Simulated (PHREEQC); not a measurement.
Consider water at 20 °C with 0.071 mol/kgw FeCl3, 2.6e-05 mol/kgw H3AsO4, 0.00021 mol/kgw H2SO4 and 0.00046 mol/kgw Na2SO4. Closed to the air; pH follows from the charge balance.

The numbers come from PHREEQC with the ion-association model, wateq4f.dat.

This is a speciation only: nothing precipitates in the calculation.

Order these S species by the share of S that they hold, largest first: FeHSO4+2, HSO4-, SO4-2, FeSO4+.

FeSO4+ (81 %), SO4-2 (9.6 %), FeHSO4+2 (6.3 %), HSO4- (3.5 %)

Order these Fe species by the share of Fe that they hold, largest first: Fe+3, FeOH+2, Fe2(OH)2+4, FeCl+2, FeCl2+.

FeCl+2 (40 %), Fe+3 (31 %), Fe2(OH)2+4 (12 %), FeCl2+ (8.7 %), FeOH+2 (5.3 %)

The pH is 1.93 and the ionic strength 0.302 mol/kgw. Examples of supersaturated solids here: Hematite (slow to form), Goethite (slow to form). Others may be too. The database's scorodite may be far more soluble than the real mineral, and it has no iron arsenate complexes; the constant wasn't checked at its source.
